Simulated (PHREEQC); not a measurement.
**Alkaline etch or developer with leach liquor: an equilibrium model**

Solution A (0.0047 mol/kgw LiOH and 3e-05 mol/kgw H3BO3) is mixed with solution B (0.035 mol HCl, 0.057 mol CuSO4 and 3.6e-05 mol Fe2(SO4)3 per kg of water) at 25 °C; shares are by mass of water, 1 kg in all. Oxygen is held at 0.21 atm. CO2 from the air is kept out. Solids allowed: Fe(OH)3(a), Cu(OH)2, Brochantite, Antlerite, Atacamite, Chalcanthite. Others were left out.

The numbers come from PHREEQC with the ion-association model, wateq4f.dat.

Predict pH, Antlerite (mol), Fe(OH)3(a) (mol) at share of solution B = 0.1, 0.8.


```json
[
 {"share of solution B": "0.1", "pH": "4.70", "Antlerite (mol)": "0.000184", "Fe(OH)3(a) (mol)": "2.99e-6"},
 {"share of solution B": "0.8", "pH": "1.89", "Antlerite (mol)": "0", "Fe(OH)3(a) (mol)": "0"}
]
```

Species that the database lacks are ignored.
